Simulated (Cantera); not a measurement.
Stirred combustor or abatement burner

A perfectly stirred reactor is fed with CH4 : O2 : N2 : H2O = 1 : 4.76 : 19 : 0.74 (molar parts), equivalence ratio 0.42, at 760 Torr; it is adiabatic with a 450 K inlet, and is followed from long to short residence time, starting on the burning branch (τ in s: 0.054, 0.019, 0.0065, 0.0023, 0.0008, 0.00028, 9.7e-05, 3.4e-05, 1.2e-05).

Detailed kinetics in Cantera: GRI-Mech 3.0 (53 species, 325 reactions).

```json
[
 {"τ (s)": "0.054", "T (K)": "1365", "x CH4": "8.52e-5", "x O2": "0.109", "x H2O": "0.107", "x H2": "5.97e-5", "x C2H": "<1e-12"},
 {"τ (s)": "0.019", "T (K)": "1354", "x CH4": "0.000187", "x O2": "0.109", "x H2O": "0.107", "x H2": "0.000137", "x C2H": "1.18e-12"},
 {"τ (s)": "0.0065", "T (K)": "1315", "x CH4": "0.000582", "x O2": "0.112", "x H2O": "0.105", "x H2": "0.000403", "x C2H": "2.33e-12"},
 {"τ (s)": "0.0023", "T (K)": "450", "x CH4": "0.0392", "x O2": "0.187", "x H2O": "0.0290", "x H2": "<1e-12", "x C2H": "<1e-12"},
 {"τ (s)": "0.00080", "T (K)": "450", "x CH4": "0.0392", "x O2": "0.187", "x H2O": "0.0290", "x H2": "<1e-12", "x C2H": "<1e-12"},
 {"τ (s)": "0.00028", "T (K)": "450", "x CH4": "0.0392", "x O2": "0.187", "x H2O": "0.0290", "x H2": "<1e-12", "x C2H": "<1e-12"},
 {"τ (s)": "9.7e-5", "T (K)": "450", "x CH4": "0.0392", "x O2": "0.187", "x H2O": "0.0290", "x H2": "<1e-12", "x C2H": "<1e-12"},
 {"τ (s)": "3.4e-5", "T (K)": "450", "x CH4": "0.0392", "x O2": "0.187", "x H2O": "0.0290", "x H2": "<1e-12", "x C2H": "<1e-12"},
 {"τ (s)": "1.2e-5", "T (K)": "450", "x CH4": "0.0392", "x O2": "0.187", "x H2O": "0.0290", "x H2": "<1e-12", "x C2H": "<1e-12"}
]
```
x: mole fraction; the columns are a selection and need not sum to one.
